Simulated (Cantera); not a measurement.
Input: 1 mol Al(CH3)3, a varied amount of N2O, 3.2 mol N2, held at 850 K and 0.0133 bar.

Cantera equilibrium calculation (NASA polynomials, part measured and part estimated; ideal gas, pure solids and liquids). Candidate condensed phases: Al, AlN, Al2O3, C, C6H6, C7H8, C8H18, H2O; 148 gas species. The feed counts by its element totals alone. The numbers say what is thermodynamically allowed, not how fast it happens.

x: gas mole fraction; n: condensed amount in mol.

```csv
n(N2O) (mol),x N2,x H2,x CO,x CO2,x H2O,n Al2O3(s),n C(graphite)
1.7,0.512,0.466,0.0198,0.000113,0.000867,0.500,2.79
2.7,0.512,0.385,0.0955,0.00262,0.00346,0.500,1.86
3.7,0.513,…,…,…,…,0.500,…
4.7,0.514,0.287,0.184,0.00971,0.00496,0.500,0.0149
5.6,0.540,…,…,…,…,0.500,0
6.6,0.566,0.211,0.101,0.0722,0.0492,0.500,0
7.6,0.590,0.171,0.0698,0.0941,0.0753,0.500,0
```

Fill in the missing entries.


- 3.7, x H2: 0.328
- 3.7, x CO: 0.147
- 3.7, x CO2: 0.00618
- 3.7, x H2O: 0.00453
- 3.7, n C(graphite): 0.932
- 5.6, x H2: 0.251
- 5.6, x CO: 0.141
- 5.6, x CO2: 0.0427
- 5.6, x H2O: 0.0249
